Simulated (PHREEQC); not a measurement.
Dissolve 1.1 mmol/kgw CaSO4, 0.41 mmol/kgw NaHCO3 and 0.26 mmol/kgw MgSO4 at 20 °C. Closed to the air; pH follows from the charge balance.

Computed with PHREEQC (Pitzer model, pitzer.dat).

- pH: 8.22
- ionic strength: 0.00585 mol/kgw
- specific conductance: 332 µS/cm
- osmotic coefficient: 0.893
- total alkalinity: 0.410 meq/kg

| species | molality | activity | log γ |
|---|---|---|---|
| SO4-2 | 0.00136 | 0.000914 | -0.172 |
| Ca+2 | 0.00110 | 0.000737 | -0.174 |
| Na+ | 0.000410 | 0.000379 | -0.034 |
| HCO3- | 0.000401 | 0.000372 | -0.032 |
| Mg+2 | 0.000260 | 0.000181 | -0.158 |
| CO2 | 5.21e-6 | 5.22e-6 | 0.000 |
| CO3-2 | 3.56e-6 | 2.57e-6 | -0.142 |
| OH- | 1.26e-6 | 1.15e-6 | -0.040 |
| MgCO3 | 3.66e-7 | 3.66e-7 | 0.000 |
| MgOH+ | 3.28e-8 | 3.02e-8 | -0.037 |
| H+ | 6.48e-9 | 5.96e-9 | -0.036 |

Precipitation was switched off in this run.
